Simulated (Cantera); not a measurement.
A closed system holds: 1 mol Si(CH3)4, 1.2 mol C2H2, 48 mol H2, equilibrated at 1750 K and 1.00 bar.

Cantera equilibrium calculation (NASA polynomials, part measured and part estimated; ideal gas, pure solids and liquids). Candidate condensed phases: C, C6H6, C7H8, C8H18, Si, SiC; 87 gas species. Kinetics and transport are ignored.

Base state: H2 0.999, CH4 0.000911, H 0.000232, C2H2 (acetylene) 0.000115 (mole fractions); condensed: C(graphite) + SiC(s).

### Question
What changes in the equilibrium state with this change: Si(CH3)4 replaced by SiCl4?

### Answer
```
species             before     after
----------------  --------  --------
H2                   0.999     0.921
HCl                      0    0.0773
CH4               0.000911  0.000775
SiCl2                    0  0.000410
SiCl3                    0   2.09e-5
Cl                       0   1.44e-5
C2H2 (acetylene)  0.000115  0.000106
C(graphite), mol      5.34      1.37
SiC(s), mol          1.000     0.977
```
The tables' values for SiCl3 are old estimates; treat these amounts as uncertain.

### Question
What changes in the equilibrium state with this change: Si(CH3)4 replaced by SiH4?

### Answer
```json
[
 {"species": "H2", "before": "0.999", "after": "0.999"},
 {"species": "CH4", "before": "0.000911", "after": "0.000911"},
 {"species": "H", "before": "0.000232", "after": "0.000232"},
 {"species": "C2H2 (acetylene)", "before": "0.000115", "after": "0.000115"},
 {"species": "C(graphite), mol", "before": "5.34", "after": "1.34"},
 {"species": "SiC(s), mol", "before": "1.000", "after": "1.000"}
]
```

### Question
What changes in the equilibrium state with this change: temperature from 1750 K to 2548.15 K?

### Answer
```
species             before     after
----------------  --------  --------
H2                   0.999     0.953
H                 0.000232    0.0302
C2H2 (acetylene)  0.000115    0.0126
Si                 2.86e-8   0.00181
SiC2                 <1e-9  0.000538
Si2C                 <1e-9  0.000292
C2H                  <1e-9   3.17e-5
Si2                  <1e-9   1.39e-5
C(graphite), mol      5.34      4.08
SiC(s), mol          1.000     0.792
```
Gases not in the tables: Si2H6 and higher silanes.
